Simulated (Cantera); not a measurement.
A perfectly stirred reactor is fed with CH4 : CO : O2 : N2 = 1 : 0.43 : 1.85 : 6.94 (molar parts), at 1.01 bar; it is adiabatic with a 798 K inlet, and is followed from long to short residence time, starting on the burning branch (τ in s: 0.021, 0.0091, 0.0041, 0.0018, 0.0008, 0.00036, 0.00016, 7e-05, 3.1e-05, 1.4e-05, 6.1e-06).

Computed with Cantera and GRI-Mech 3.0 (53 species, 325 reactions).

x: mole fraction; the columns are a selection and need not sum to one.

```csv
τ (s),T (K),x CH4,x CO,x O2,x HO2,x NO,x CO2,x H
0.021,2449,6.19e-6,0.0582,0.00277,7.05e-7,0.00140,0.0784,0.00390
0.0091,2428,(withheld),0.0591,(withheld),(withheld),(withheld),0.0772,(withheld)
0.0041,2397,2.16e-5,0.0604,0.00474,1.14e-6,0.000879,0.0756,0.00580
0.0018,2351,3.96e-5,0.0623,0.00645,1.54e-6,0.000621,0.0732,0.00755
0.00080,2295,7.38e-5,0.0644,0.00854,2.11e-6,0.000412,0.0704,0.00983
0.00036,2234,0.000143,0.0668,0.0110,2.92e-6,0.000266,0.0673,0.0124
0.00016,2171,0.000303,0.0699,0.0140,4.25e-6,0.000171,0.0633,0.0146
7.0e-5,2105,0.000732,0.0752,0.0189,7.26e-6,0.000108,0.0567,0.0153
3.1e-5,1995,0.00265,0.0878,0.0325,2.33e-5,4.92e-5,0.0406,0.0115
1.4e-5,798,0.0978,0.0421,0.181,<1e-12,<1e-12,<1e-12,<1e-12
6.1e-6,798,0.0978,0.0421,0.181,<1e-12,<1e-12,<1e-12,<1e-12
```

Q: What belongs in the gaps?

A: 
- 0.0091, x CH4: 1.20e-5
- 0.0091, x O2: 0.00356
- 0.0091, x HO2: 8.82e-7
- 0.0091, x NO: 0.00114
- 0.0091, x H: 0.00464
